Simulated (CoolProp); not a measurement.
Vapour-liquid equilibrium of R134a (1) + R142b (2) at -21.85 °C; x and y are mole fractions of (1).

Values from CoolProp's multi-fluid Helmholtz-energy mixture model, Tillner-Roth 1994 and Lemmon 2006; pair parameters Bell 2016.

| x | bubble pressure, mixture model (MPa) | bubble pressure, Raoult's law (MPa) | y, mixture model | y, Raoult's law |
|---|---|---|---|---|
| 0.05 | 0.06311 | 0.06186 | 0.115 | 0.099 |
| 0.125 | 0.06952 | 0.06664 | 0.256 | 0.230 |
| 0.2 | 0.07559 | 0.07142 | 0.370 | 0.343 |
| 0.275 | 0.08131 | 0.07621 | 0.464 | 0.442 |
| 0.35 | 0.08670 | 0.08099 | 0.544 | 0.529 |
| 0.425 | 0.09177 | 0.08578 | 0.613 | 0.607 |
| 0.5 | 0.09653 | 0.09056 | 0.674 | 0.676 |
| 0.575 | 0.1010 | 0.09534 | 0.729 | 0.738 |
| 0.65 | 0.1053 | 0.1001 | 0.780 | 0.795 |
| 0.725 | 0.1093 | 0.1049 | 0.828 | 0.846 |
| 0.8 | 0.1131 | 0.1097 | 0.875 | 0.893 |
| 0.875 | 0.1167 | 0.1145 | 0.921 | 0.936 |
| 0.95 | 0.1202 | 0.1193 | 0.968 | 0.975 |

The largest gap from Raoult's law is +7.1 % in bubble pressure, at x = 0.35. No azeotrope shows between x = 0.05 and 0.95.

The pair parameters rest on a limited set of measurements; away from them the model extrapolates.
